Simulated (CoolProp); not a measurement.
Vapour-liquid equilibrium of carbon dioxide (1) + CH2F2 (R32) (2) at 11.6 bar; x and y are mole fractions of (1).

The numbers come from the multi-fluid Helmholtz-energy mixture model, Span 1996 and Tillner-Roth 1997; pair parameters Bell 2016 in CoolProp.

```csv
x,"bubble temperature, mixture model (°C)","bubble temperature, Raoult's law (°C)","y, mixture model","y, Raoult's law"
0.05,7.2,6.7,0.144,0.179
0.15,[?],-1.5,0.378,0.433
0.25,-7.7,-8.2,0.547,0.600
0.35,[?],-13.9,0.669,0.715
0.45,[?],-18.6,0.758,0.797
0.55,-22.5,-22.7,0.825,0.858
0.65,-26.2,-26.3,0.878,0.904
0.75,-29.3,-29.5,[?],0.940
0.85,-32.2,-32.3,0.955,0.968
0.95,-34.8,-34.8,0.986,0.990
```

Q: Fill in the missing entries.

A: 
- 0.15, bubble temperature, mixture model (°C): -0.8
- 0.35, bubble temperature, mixture model (°C): -13.5
- 0.45, bubble temperature, mixture model (°C): -18.4
- 0.75, y, mixture model: 0.920

The largest gap from Raoult's law is +0.7 K in bubble temperature, at x = 0.15. No azeotrope shows between x = 0.05 and 0.95.

The pair parameters rest on a limited set of measurements; away from them the model extrapolates.
